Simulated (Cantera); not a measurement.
Cantera run, input and output.

```python
import numpy as np
import cantera as ct

gas = ct.Solution("gri30.yaml")
gas.TPX = 1150, 13332, {'N2O': 1, 'H2O': 0.072}
reactor = ct.IdealGasConstPressureReactor(gas, energy="off", clone=False)
net = ct.ReactorNet([reactor])
net.rtol, net.atol = 1e-08, 1e-18
show = ['N2O', 'H2O', 'NO', 'O2', 'H2', 'H2O2']
times = np.geomspace(4e-05, 3, 15)

steps = ct.SolutionArray(gas, extra=["t"])
rows = []
print(f"{'t/s':>10s}{'T/K':>9s}{'P/Pa':>11s}" + "".join(f"{s:>11s}" for s in show))
for t in times:
    while net.time < t:
        t_next = net.step()
        steps.append(gas.state, t=t_next)
    rows.append([np.interp(t, steps.t, y) for y in (steps.T, steps.P, *steps(*show).X.T)])
    print(f"{t:10.3e}{rows[-1][0]:9.1f}{rows[-1][1]:11.4g}" + "".join(f"{x:11.3e}" for x in rows[-1][2:]))
rate = np.gradient(steps.T, steps.t)
print("integrator steps:", len(steps.t))
if steps.T.max() > steps.T[0] + 200:
    print(f"time of steepest temperature rise: {steps.t[rate.argmax()]:.4e} s")
gas.TPX = 1150, 13332, {'N2O': 1, 'H2O': 0.072}
gas.equilibrate("TP")
print(f"equilibrium (TP): T = {gas.T:.1f} K  " + "  ".join(f"{s} {gas[s].X[0]:.3e}" for s in show))
```

It prints:

```
       t/s      T/K       P/Pa        N2O        H2O         NO         O2         H2       H2O2
 4.000e-05   1150.0  1.333e+04  9.328e-01  6.716e-02  3.593e-08  1.920e-07  1.275e-14  8.315e-16
 8.918e-05   1150.0  1.333e+04  9.328e-01  6.716e-02  1.390e-07  7.428e-07  2.808e-13  1.873e-14
 1.988e-04   1150.0  1.333e+04  9.328e-01  6.716e-02  4.456e-07  2.381e-06  3.962e-12  3.666e-13
 4.433e-04   1150.0  1.333e+04  9.328e-01  6.716e-02  1.185e-06  6.334e-06  3.786e-11  5.963e-12
 9.884e-04   1150.0  1.333e+04  9.328e-01  6.716e-02  2.841e-06  1.520e-05  2.747e-10  9.552e-11
 2.204e-03   1150.0  1.333e+04  9.327e-01  6.716e-02  6.518e-06  3.505e-05  1.589e-09  1.913e-09
 4.913e-03   1150.0  1.333e+04  9.326e-01  6.715e-02  1.451e-05  8.009e-05  7.342e-09  3.133e-08
 1.095e-02   1150.0  1.333e+04  9.322e-01  6.714e-02  3.078e-05  1.838e-04  2.487e-08  1.419e-07
 2.442e-02   1150.0  1.333e+04  9.315e-01  6.713e-02  6.254e-05  4.180e-04  5.887e-08  1.355e-07
 5.445e-02   1150.0  1.333e+04  9.298e-01  6.709e-02  1.253e-04  9.392e-04  9.677e-08  8.927e-08
 1.214e-01   1150.0  1.333e+04  9.260e-01  6.700e-02  2.557e-04  2.096e-03  9.832e-08  5.912e-08
 2.707e-01   1150.0  1.333e+04  9.178e-01  6.682e-02  5.567e-04  4.657e-03  6.507e-08  3.707e-08
 6.035e-01   1150.0  1.333e+04  8.999e-01  6.641e-02  1.284e-03  1.027e-02  4.184e-08  2.108e-08
 1.346e+00   1150.0  1.333e+04  8.618e-01  6.554e-02  2.954e-03  2.227e-02  3.065e-08  1.250e-08
 3.000e+00   1150.0  1.333e+04  7.850e-01  6.378e-02  6.423e-03  4.668e-02  2.578e-08  9.232e-09
integrator steps: 932
equilibrium (TP): T = 1150.0 K  N2O 3.466e-09  H2O 4.580e-02  NO 1.460e-04  O2 3.180e-01  H2 9.619e-10  H2O2 1.417e-10
```

Model: GRI-Mech 3.0 (53 species, 325 reactions), integrated in Cantera. GRI-Mech 3.0 was tuned for natural gas; its chemistry of N2O as a main component is partial and can be far from experiment. The mechanism lacks the step 2 NO + O2 → 2 NO2, which can matter for NO2 below about 1400 K. The temperature is held fixed by assumption; the heat of reaction is taken as removed at once.
